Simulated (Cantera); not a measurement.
A Cantera script and what it prints.

```python
import numpy as np
import cantera as ct

gas_names = """
    H H2 Hg N NH NH2 NH3 N2 N2H2 N2H4
""".split()
cond_names = """
    Hg(cr) Hg(L)
""".split()


def load(file, names, dense=False):
    # The tables refer to 1 bar. Condensed volumes are neglected.
    table = {s.name: s for s in ct.Species.list_from_file(file)}
    out = []
    for n in names:
        d = dict(table[n].input_data)
        d["thermo"] = dict(d["thermo"], **{"reference-pressure": 1e5})
        if dense:
            d["equation-of-state"] = {"model": "constant-volume", "density": "1e6 g/cm^3"}
        out.append(ct.Species.from_dict(d))
    return out


gas = ct.Solution(thermo="ideal-gas", species=load("nasa_gas.yaml", gas_names))
cond = {s.name: ct.Solution(thermo="fixed-stoichiometry", species=[s], name=s.name)
        for s in load("nasa_condensed.yaml", cond_names, dense=True)}
atoms = {
    'Hg': {'Hg': 1},
    'H2': {'H': 2},
    'N2': {'N': 2},
}
top_T = {}  # K; cautious upper limits of use, not melting points


def equilibrate(T, P, feed):
    n = {}
    for name, mol in feed.items():
        for a, k in atoms[name].items():
            n[a] = n.get(a, 0.0) + k * mol
    gas.TPX = T, P, n
    mass = sum(n.values()) * gas.mean_molecular_weight
    gas.equilibrate("TP")
    valid = [c for c in cond.values() if c.min_temp <= T <= top_T.get(c.name, c.max_temp)]
    mix = ct.Mixture([(gas, mass / gas.mean_molecular_weight)] + [(c, 0.0) for c in valid])
    mix.T, mix.P = T, P
    mix.equilibrate("TP", solver="vcs", rtol=1e-11, max_steps=5000)
    return mix


results = []
feed = {'Hg': 1, 'H2': 5, 'N2': 3.3}  # mol
T = 725  # K
P = 850  # Pa
mix = equilibrate(T, P, feed)
results.append((T, P, feed, dict(zip(mix.species_names, mix.species_moles))))
print(gas.report(threshold=1e-05))
for i in range(1, mix.n_phases):
    print(f"{mix.phase(i).name:16s} {mix.phase_moles(i):12.5e} mol")
```

It prints:

```
       temperature   725 K
          pressure   850 Pa
           density   0.004596 kg/m^3
  mean mol. weight   32.594 kg/kmol
   phase of matter   gas

                          1 kg             1 kmol
                     ---------------   ---------------
          enthalpy        5.7604e+05        1.8775e+07  J
   internal energy        3.9109e+05        1.2747e+07  J
           entropy            7051.2        2.2983e+05  J/K
    Gibbs function       -4.5361e+06       -1.4785e+08  J
 heat capacity c_p            889.82             29003  J/K
 heat capacity c_v            634.72             20688  J/K

                      mass frac. Y      mole frac. X     chem. pot. / RT
                     ---------------   ---------------   ---------------
                H2          0.033253           0.53762           -22.158
                Hg           0.66176           0.10753           -18.609
               NH3        7.1454e-06        1.3675e-05           -48.192
                N2           0.30498           0.35484           -29.909
     [   +6 minor]         2.297e-14        7.4257e-13

Hg(L)             0.00000e+00 mol
```

Method: chemical equilibrium by Gibbs-energy minimisation in Cantera with the NASA 1993 tables (ideal gas, pure condensed phases).
